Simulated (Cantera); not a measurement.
**Ignition delay**

Mixture: 5.24 % CH4, 1.05 % CO, 16.2 % O2, 60.8 % N2, 16.8 % CO2, equivalence ratio 0.68, at 11.0 bar, adiabatic and at constant volume. Ignition delay is the time to a rise of 400 K.

Cantera simulation using GRI-Mech 3.0 (53 species, 325 reactions); the numbers are that mechanism's predictions, not measurements.

| T0 (K) | delay (ms) |
|---|---|
| 1275 | 2.03 |
| 1350 | 0.869 |
| 1425 | 0.397 |
| 1500 | 0.191 |
| 1575 | 0.0965 |
| 1650 | 0.0512 |
| 1725 | 0.0285 |

| Item | Result |
|---|---|
| apparent activation energy between 1575 and 1725 K | 180 kJ/mol |
